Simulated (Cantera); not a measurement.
Fe + SO2 + N2 (metals in furnace atmospheres)

Input: 1 mol Fe, 0.1 mol SO2, 200 mol N2, at 1275 K and 13300 Pa.

These are equilibrium values from Cantera (NASA tables, ideal gas, pure condensed phases), not measurements of a reactor. Candidate condensed phases: Fe, FeO, FeS, FeSO4, FeS2, Fe2O3, Fe2(SO4)3, Fe3O4, S; 19 gas species. Metal and sulfide melt together well below either melting point, which pure phases cannot show. Mutual solubility and eutectic melting of coexisting phases are not modelled. The tables' stoichiometric FeO is somewhat more stable than real wüstite, so its field is too wide. FeO, FeS: taken at fixed stoichiometry. The numbers say what is thermodynamically allowed, not how fast it happens.

The x(N2) is 1.000. The x(S2) is 1.73e-6 and the n(Fe(γ)) comes out as 0.701 mol. The n(FeO(s)) is 0.200 mol and the n(FeS(s)) is 0.0993 mol. The gas amount is 200.0 mol and the log10 activity of S(l) (absent) comes out as -4.24.
